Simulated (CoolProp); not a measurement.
A closed Brayton cycle with nitrogen: compressor inlet 332.15 K and 4.5 MPa, high pressure 11 MPa, turbine inlet 675 K, compressor efficiency 0.85, turbine efficiency 0.93, recuperator effectiveness 0.95 (on enthalpy, no pinch check). Each further row changes one setting.

The numbers come from the reference Helmholtz-energy equation of state, Span 2000 in CoolProp.

| case | thermal efficiency (%) | net work (kJ/kg) | compressor to turbine work | compressor exit (K) | turbine exit (K) |
|---|---|---|---|---|---|
| as stated | 19.4 | 31.2 | 0.80 | 446.9 | 537.0 |
| turbine inlet 625 K | 13.4 | 19.7 | 0.86 | 446.9 | 496.0 |
| compressor inlet 342.15 K | 17.2 | 27.3 | 0.82 | 460.2 | 537.0 |
| high pressure 9.35 MPa | 22.3 | 30.7 | 0.76 | 423.8 | 559.9 |
| recuperator effectiveness 0.5 | 15.3 | 31.2 | 0.80 | 446.9 | 537.0 |
